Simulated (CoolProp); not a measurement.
Vapour-liquid equilibrium of cyclohexane (1) + n-octane (2) at 4.39 bar; x and y are mole fractions of (1).

Model: multi-fluid Helmholtz-energy mixture model, Zhou 2014 and Beckmüller 2019; pair parameters Bell 2016, in CoolProp.

### Question
Give the bubble temperature and the first vapour's composition at x = 0.125, 0.725, 0.95. Is there an azeotrope?

### Answer
x = 0.125: 453.2 K, y = 0.237; x = 0.725: 422.1 K, y = 0.871; x = 0.95: 413.7 K, y = 0.980. No azeotrope shows between x = 0.05 and 0.95.

Pair parameters are fitted to limited data, so mixtures are less certain than the pure fluids.
